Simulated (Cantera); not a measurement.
# Stirred combustor or abatement burner

A perfectly stirred reactor is fed with C3H8 : O2 : N2 = 1 : 8.06 : 30.3 (molar parts), equivalence ratio 0.62, at 2330 Torr; it is adiabatic with a 475 K inlet, and is followed from long to short residence time, starting on the burning branch (τ in s: 0.4, 0.14, 0.049, 0.017, 0.006, 0.0021, 0.00074, 0.00026, 9.2e-05, 3.2e-05, 1.1e-05).

Model: GRI-Mech 3.0 (53 species, 325 reactions), integrated in Cantera. GRI-Mech 3.0 was tuned for natural gas; its chemistry of propane as a main component is partial and can be far from experiment.

```json
[
 {"τ (s)": "0.40", "T (K)": "1877", "x C3H8": "1.05e-7", "x O2": "0.0756", "x CO": "0.000115", "x CH4": "9.76e-8", "x CH2O": "1.01e-7", "x H": "2.66e-6"},
 {"τ (s)": "0.14", "T (K)": "1876", "x C3H8": "2.74e-7", "x O2": "0.0757", "x CO": "0.000187", "x CH4": "2.07e-7", "x CH2O": "2.50e-7", "x H": "4.25e-6"},
 {"τ (s)": "0.049", "T (K)": "1873", "x C3H8": "6.72e-7", "x O2": "0.0757", "x CO": "0.000344", "x CH4": "3.67e-7", "x CH2O": "5.79e-7", "x H": "8.67e-6"},
 {"τ (s)": "0.017", "T (K)": "1868", "x C3H8": "1.55e-6", "x O2": "0.0758", "x CO": "0.000673", "x CH4": "5.80e-7", "x CH2O": "1.29e-6", "x H": "2.08e-5"},
 {"τ (s)": "0.0060", "T (K)": "1859", "x C3H8": "3.36e-6", "x O2": "0.0760", "x CO": "0.00132", "x CH4": "8.77e-7", "x CH2O": "2.82e-6", "x H": "5.20e-5"},
 {"τ (s)": "0.0021", "T (K)": "1843", "x C3H8": "7.02e-6", "x O2": "0.0764", "x CO": "0.00259", "x CH4": "1.41e-6", "x CH2O": "6.26e-6", "x H": "0.000131"},
 {"τ (s)": "0.00074", "T (K)": "1814", "x C3H8": "1.46e-5", "x O2": "0.0775", "x CO": "0.00504", "x CH4": "2.73e-6", "x CH2O": "1.41e-5", "x H": "0.000309"},
 {"τ (s)": "0.00026", "T (K)": "1763", "x C3H8": "3.27e-5", "x O2": "0.0800", "x CO": "0.00986", "x CH4": "7.36e-6", "x CH2O": "3.38e-5", "x H": "0.000647"},
 {"τ (s)": "9.2e-5", "T (K)": "1658", "x C3H8": "0.000102", "x O2": "0.0869", "x CO": "0.0208", "x CH4": "3.88e-5", "x CH2O": "9.99e-5", "x H": "0.000991"},
 {"τ (s)": "3.2e-5", "T (K)": "475", "x C3H8": "0.0254", "x O2": "0.205", "x CO": "<1e-12", "x CH4": "<1e-12", "x CH2O": "<1e-12", "x H": "<1e-12"},
 {"τ (s)": "1.1e-5", "T (K)": "475", "x C3H8": "0.0254", "x O2": "0.205", "x CO": "<1e-12", "x CH4": "<1e-12", "x CH2O": "<1e-12", "x H": "<1e-12"}
]
```
x: mole fraction; the columns are a selection and need not sum to one.
